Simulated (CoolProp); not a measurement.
R22 at 293.15 K and 11.8 MPa flows at 17 m/s in a round tube of 10 mm bore and 1.5 µm roughness, fully developed (64/Re and Nu = 3.66 if laminar; Colebrook and Gnielinski if turbulent). Each further row changes one setting.

Computed with CoolProp (reference Helmholtz-energy equation of state, Kamei 1995).

```tsv
case	Reynolds number	Darcy friction factor	pressure drop (Pa/m)	heat-transfer coefficient (W/(m² K))	mass flow (kg/h)
as stated	1330000	0.0139	252000	___	6060
velocity 34 m/s	2660000	0.0134	___	63900	___
diameter 20 mm	2660000	___	___	___	___
```

Task: What belongs in the gaps?

Result: 
- as stated, heat-transfer coefficient (W/(m² K)): 32800
- velocity 34 m/s, pressure drop (Pa/m): 979000
- velocity 34 m/s, mass flow (kg/h): 12100
- diameter 20 mm, Darcy friction factor: 0.0121
- diameter 20 mm, pressure drop (Pa/m): 110000
- diameter 20 mm, heat-transfer coefficient (W/(m² K)): 29100
- diameter 20 mm, mass flow (kg/h): 24200

Viscosity comes from a separate model (Bell 2016), an estimate that may be off by 10 % or more. Thermal conductivity comes from a separate model (McLinden 2000), an estimate that may be off by 10 % or more.
